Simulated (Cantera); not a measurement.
Gas mixture: N₂O = 0.91 (molar parts), at 120 Torr, frozen composition.

Cantera's kinetic-theory transport with the Lennard-Jones parameters of GRI-Mech 3.0, ideal gas; thermal conductivity in the mixture-averaged form. The composition is frozen, though it would react at the higher temperatures.

D: mixture-averaged diffusion coefficient of that species in the mixture.

```csv
T (K),ρ (kg/m³),cp (J/kg/K),μ (µPa s),λ (mW/m/K),Pr,D (cm²/s) OH,D (cm²/s) H₂O,D (cm²/s) NO
400,0.212,970.3,___,25.5,0.741,2.60,1.85,1.64
500,0.169,1043,___,33.2,0.740,3.85,2.86,2.43
600,0.141,1101,___,40.7,0.739,5.27,4.05,3.33
700,0.121,1150,___,47.9,0.739,6.86,5.40,4.35
800,0.106,1192,___,54.9,0.739,8.61,6.90,5.46
900,0.0941,1227,37.1,61.5,0.740,10.5,8.55,6.67
1000,0.0847,1255,40.0,68.0,0.739,12.5,10.3,7.97
1100,0.0770,1275,42.8,74.1,0.736,14.7,12.2,9.35
1200,0.0706,1294,45.5,80.1,0.735,17.0,14.3,10.8
```

**Question.** Some entries are withheld; supply them.

**Answer.** 
- 400, μ (µPa s): 19.5
- 500, μ (µPa s): 23.6
- 600, μ (µPa s): 27.3
- 700, μ (µPa s): 30.8
- 800, μ (µPa s): 34.0
